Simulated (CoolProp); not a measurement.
R142b along the isobar 13100 kPa: fugacity coefficient from the reference equation and from simpler models built on Tc = 410.3 K, pc = 4055 kPa, ω = 0.232; each cubic takes its own stable root.

Computed with CoolProp (reference Helmholtz-energy equation of state, Lemmon 2006). It is a short technical equation, of lower accuracy than the large ones.

```
T (K)          phase  reference  van der Waals  Redlich-Kwong
-----  -------------  ---------  -------------  -------------
306.8         liquid    0.04710         0.1422        0.06775
328.1         liquid          ?              ?              ?
349.3         liquid     0.1190         0.2220         0.1482
370.5         liquid     0.1695         0.2656              ?
391.8         liquid     0.2287              ?         0.2557
413    supercritical     0.2938         0.3570              ?
434.3  supercritical          ?         0.4032         0.3760
455.5  supercritical     0.4322         0.4485         0.4357
```

Problem. Fill in the missing entries.

Solution. 
- 328.1, reference: 0.07810
- 328.1, van der Waals: 0.1806
- 328.1, Redlich-Kwong: 0.1040
- 370.5, Redlich-Kwong: 0.1992
- 391.8, van der Waals: 0.3110
- 413, Redlich-Kwong: 0.3151
- 434.3, reference: 0.3629
